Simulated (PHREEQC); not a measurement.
Consider water at 25 °C with 0.27 mol NH4HS, 0.0008 mol NaCl and 0.2 mol MnCl2 per kg of water. Closed to the air; pH follows from the charge balance.

The numbers come from PHREEQC with the ion-association model, wateq4f.dat.

Q: The ionic strength comes out as 0.761 mol/kgw. What activity coefficients do Cl-, MnCl3-, MnCl+, NH4+, Mn+2 get?

A: Cl- 0.62, MnCl3- 0.66, MnCl+ 0.66, NH4+ 0.76, Mn+2 0.22.

Precipitation was switched off in this run. Examples of supersaturated solids here: MnS(Green). Others may be too. The ionic strength is past about 0.7 mol/kgw, beyond the range of this activity model, so the values are rough. Complexes and solids missing from the database can't appear. The polysulfide entries of wateq4f.dat were taken out for this run.
